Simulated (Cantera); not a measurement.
A perfectly stirred reactor is fed with CO : O2 : H2O : N2 = 0.0039 : 0.027 : 0.011 : 1 (molar parts), at 750 Torr; it is held at 1325 K, and followed from long to short residence time.

Computed with Cantera and GRI-Mech 3.0 (53 species, 325 reactions).

### Question
What does this change do: pressure from 750 Torr to 3750 Torr?

### Answer
```
quantity                 before     after
---------------------  --------  --------
x(CO) at τ = 0.890 s    5.01e-5   3.38e-5
x(O2) at τ = 0.890 s     0.0241    0.0241
x(H2O) at τ = 0.890 s    0.0106    0.0106
x(H2) at τ = 0.890 s    1.41e-6   2.27e-7
x(N2O) at τ = 0.890 s   7.33e-7   6.89e-7
x(CO) at τ = 24.0 ms   0.000537  0.000430
x(O2) at τ = 24.0 ms     0.0243    0.0243
x(H2O) at τ = 24.0 ms    0.0105    0.0106
x(H2) at τ = 24.0 ms    1.43e-5   2.70e-6
x(N2O) at τ = 24.0 ms   5.52e-7   1.44e-6
```
